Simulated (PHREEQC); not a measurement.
NaOH is added in steps, without added water, to 1 kg of water holding 1.9 mmol/kgw Al2(SO4)3, 22 mmol/kgw ZnCl2 and 0.28 mmol/kgw HCl, at 25 °C. O2 is buffered at 0.21 atm. No CO2 enters from the air. Only these solids could form: Al(OH)3(a), Zn(OH)2-e, Zn4(OH)6SO4, Zn5(OH)8Cl2, Basaluminite, Halite, Mirabilite, Goslarite.

Base run: PHREEQC, ion-association model, wateq4f.dat. Each further column changes one thing. The table gives pH.

| NaOH added (mol) | base | HCl from 0.00028 to 0.00042 mol/kgw | 0.043 mol/kgw KHSO4 added | HCl replaced by CdCl2 at the same molality | no solid may form |
|---|---|---|---|---|---|
| 0 | 3.61 | 3.46 | 1.67 | 3.92 | 3.61 |
| 0.00825 | 4.25 | 4.23 | 1.77 | 4.29 | 5.99 |
| 0.01444 | 6.52 | 6.52 | 1.87 | 6.52 | 6.71 |
| 0.02269 | 6.61 | 6.60 | 2.03 | 6.61 | 8.23 |
| 0.02888 | 6.70 | 6.69 | 2.20 | 6.70 | 8.45 |
| 0.03712 | 6.90 | 6.89 | 2.58 | 6.91 | 8.66 |
| 0.04331 | 7.32 | 7.30 | 4.15 | 7.37 | 8.82 |
| 0.05156 | 8.03 | 8.03 | 4.52 | 8.03 | 9.08 |
| 0.05775 | 9.09 | 9.06 | 6.73 | 9.12 | 9.52 |
| 0.066 | 11.71 | 11.70 | 6.83 | 11.69 | 10.90 |

 In at least one series the solution becomes supersaturated in solids that the run did not let form, among them Al(OH)3(a), Zn(OH)2-e, Zn4(OH)6SO4, Zn5(OH)8Cl2, Basaluminite. Solids allowed in the column '0.043 mol/kgw KHSO4 added': Al(OH)3(a), Zn(OH)2-e, Zn4(OH)6SO4, Zn5(OH)8Cl2, Basaluminite, Halite, Mirabilite, Goslarite, AlumK. Solids allowed in the column 'HCl replaced by CdCl2 at the same molality': Al(OH)3(a), Zn(OH)2-e, Zn4(OH)6SO4, Zn5(OH)8Cl2, Cd(OH)2, CdOHCl, Basaluminite, Halite, Mirabilite, Goslarite.
